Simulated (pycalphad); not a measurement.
Effect of Cu content in Si-Cu

CALPHAD calculation (pycalphad, COST 507 light-alloy database (1999)), 1 atm. The database dates from 1999; later assessments differ in places, in temperatures and in the compounds included. Phase fractions are per mole of atoms.

```tsv
alloy	liquidus (°C)	first solid	solidus (°C)	phases at 602 °C
Si-1.057Cu (wt.%)	1412	diamond (Si)	801	diamond (Si) 0.99, CU19SI6_ETA 0.01
Si-4.198Cu (wt.%)	?	diamond (Si)	801	?
Si-6.225Cu (wt.%)	1400	diamond (Si)	801	diamond (Si) 0.96, CU19SI6_ETA 0.04
Si-8.204Cu (wt.%)	1395	diamond (Si)	801	diamond (Si) 0.95, CU19SI6_ETA 0.05
Si-12.03Cu (wt.%)	1384	diamond (Si)	801	diamond (Si) 0.92, CU19SI6_ETA 0.08
```

Q: Some entries are withheld; supply them.

A: 
- Si-4.198Cu (wt.%), liquidus (°C): 1405
- Si-4.198Cu (wt.%), phases at 602 °C: diamond (Si) 0.97, CU19SI6_ETA 0.03

Database names, with the compositions (at.%) that they take in these runs: CU19SI6_ETA: Cu 76 Si 24.
